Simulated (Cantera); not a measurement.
A perfectly stirred reactor is fed with 33.5 % H₂, 14.0 % O₂, 52.6 % N₂, at 10.0 bar; it is adiabatic with a 423 K inlet, and is followed from long to short residence time, starting on the burning branch (τ in s: 0.27, 0.084, 0.026, 0.008, 0.0024, 0.00075, 0.00023, 7.1e-05, 2.2e-05, 6.7e-06).

Cantera simulation using GRI-Mech 3.0 (53 species, 325 reactions); the numbers are that mechanism's predictions, not measurements. The hydrogen kinetics of GRI-Mech 3.0 are dated; newer H2 mechanisms differ, most at raised pressure.

Problem. Predict: blow-out, bracketed by the residence times tried; x(H₂) at τ = 0.270 s; x(O₂) at τ = 0.270 s; x(H₂O₂) at τ = 0.270 s; x(OH) at τ = 0.270 s; x(O) at τ = 0.270 s; x(H₂) at τ = 0.750 ms; x(O₂) at τ = 0.750 ms; x(H₂O₂) at τ = 0.750 ms; x(OH) at τ = 0.750 ms; x(O) at τ = 0.750 ms.

Solution. 
```json
{
  "blow_out_bracketed_by_the_residence_times_tried": "burning at 6.70 µs, the shortest tried",
  "x(H₂) at τ = 0.270 s": "0.0650",
  "x(O₂) at τ = 0.270 s": "7.56e-5",
  "x(H₂O₂) at τ = 0.270 s": "5.98e-8",
  "x(OH) at τ = 0.270 s": "0.00190",
  "x(O) at τ = 0.270 s": "3.66e-5",
  "x(H₂) at τ = 0.750 ms": "0.0656",
  "x(O₂) at τ = 0.750 ms": "0.000524",
  "x(H₂O₂) at τ = 0.750 ms": "2.18e-7",
  "x(OH) at τ = 0.750 ms": "0.00342",
  "x(O) at τ = 0.750 ms": "0.000126"
}
```
